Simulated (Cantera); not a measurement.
Ignition delay

Mixture: 5.81 % CH3OH, 14.1 % O2, 80.1 % N2, at 770000 Pa, adiabatic and at constant volume. Ignition delay is the time to a rise of 400 K.

Computed with Cantera and GRI-Mech 3.0 (53 species, 325 reactions). GRI-Mech 3.0 was tuned for natural gas; its chemistry of methanol as a main component is partial and can be far from experiment.

```json
[
 {"T0 (K)": "1048", "delay (ms)": "41.6"},
 {"T0 (K)": "1098", "delay (ms)": "14.4"},
 {"T0 (K)": "1148", "delay (ms)": "5.46"},
 {"T0 (K)": "1198", "delay (ms)": "2.26"},
 {"T0 (K)": "1248", "delay (ms)": "1.01"},
 {"T0 (K)": "1298", "delay (ms)": "0.486"}
]
```

```yaml
apparent activation energy between 1198 and 1298 K: 200 kJ/mol
```
